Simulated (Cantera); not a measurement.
Al2O3 + HCl + O2 (chemical vapour transport)

A closed system holds: 1 mol Al2O3, 0.048 mol HCl, 0.035 mol O2, at 7.50 Torr.

Cantera equilibrium calculation (NASA polynomials, part measured and part estimated; ideal gas, pure solids and liquids). Candidate condensed phases: Al, AlCl3, Al2O3, H2O; 29 gas species. The numbers say what is thermodynamically allowed, not how fast it happens.

```tsv
T (°C)	x HCl	x O2	x Cl	x H2O	x Cl2	n Al2O3(s)
1075	0.506	0.405	0.0286	0.0375	0.0232	1.00
1125	0.502	0.403	0.0383	0.0379	0.0187	1.00
1175	0.497	0.400	0.0493	0.0393	0.0147	1.00
1225	0.489	0.397	0.0612	0.0419	0.0113	1.00
1275	0.479	0.393	0.0738	0.0453	0.00853	1.00
1325	0.468	0.389	0.0868	0.0496	0.00639	1.00
1375	0.455	0.384	0.100	0.0545	0.00477	1.00
1425	0.442	0.380	0.114	0.0599	0.00357	1.00
```
x: gas mole fraction; n: condensed amount in mol.

From 1075 °C to 1425 °C the condensed part is Al2O3(s). The main Al-bearing gas is AlCl3 throughout.
